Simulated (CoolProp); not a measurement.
Properties of R1123 along the isotherm 64.95 °C (Tc = 58.6 °C, pc = 4.549 MPa, ω = 0.243).

Computed with CoolProp (reference Helmholtz-energy equation of state, Akasaka 2020).

```tsv
p (MPa)	phase	Z	speed of sound (m/s)	Joule-Thomson coefficient (K/MPa)	expansivity (1/kK)	fugacity coefficient
0.19	gas	0.9862	194.4	9.313	3.100	0.9864
0.379	gas	0.9722	192.3	9.416	3.252	0.9728
0.569	gas	0.9579	190.2	9.523	3.417	0.9593
0.758	gas	…	…	9.633	3.594	0.9460
0.948	gas	0.9286	185.9	9.747	3.788	0.9326
1.14	gas	0.9132	183.6	9.867	4.002	0.9191
1.33	gas	0.8977	181.3	9.990	4.233	0.9058
1.52	gas	0.8818	179.0	10.12	4.487	…
1.71	gas	0.8656	176.6	10.25	4.768	0.8795
1.9	gas	0.8489	174.2	10.39	…	0.8664
2.08	gas	0.8326	171.8	10.52	5.409	0.8540
2.27	gas	0.8150	169.2	10.67	5.800	0.8409
```

**Question.** What belongs in the gaps?

**Answer.** 
- 0.758, Z: 0.9434
- 0.758, speed of sound (m/s): 188.1
- 1.52, fugacity coefficient: 0.8926
- 1.9, expansivity (1/kK): 5.080
